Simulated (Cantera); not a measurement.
Feed: 1 mol Cu, 1.1 mol F2, equilibrated at 1200 K and 0.285 Torr.

Method: chemical equilibrium by Gibbs-energy minimisation in Cantera with the NASA 1993 tables (ideal gas, pure condensed phases). Candidate condensed phases: Cu, CuF2; 6 gas species. Kinetics and transport are ignored.

Base state: CuF2 0.833, F 0.167, CuF 8.44e-5, F2 3.99e-5 (mole fractions); condensed: gas only.

What changes in the equilibrium state with this change: temperature from 1200 K to 1450 K?


| species | before | after |
|---|---|---|
| CuF2 | 0.833 | 0.789 |
| F | 0.167 | 0.187 |
| CuF | 8.44e-5 | 0.0241 |
| F2 | 3.99e-5 | 2.83e-6 |

What changes in the equilibrium state with this change: F2 from 1.1 to 0.63 mol?


| species | before | after |
|---|---|---|
| CuF | 8.44e-5 | 0.740 |
| CuF2 | 0.833 | 0.260 |
| Cu | <1e-9 | 1.66e-5 |
| F | 0.167 | 5.93e-6 |
| F2 | 3.99e-5 | <1e-9 |

What changes in the equilibrium state with this change: pressure from 0.285 Torr to 31.5 Torr?


| species | before | after |
|---|---|---|
| F | 0.167 | 0.857 |
| F2 | 3.99e-5 | 0.116 |
| CuF2 | 0.833 | 0.0269 |
| CuF | 8.44e-5 | 4.80e-9 |
| CuF2(l), mol | 0 | 0.995 |
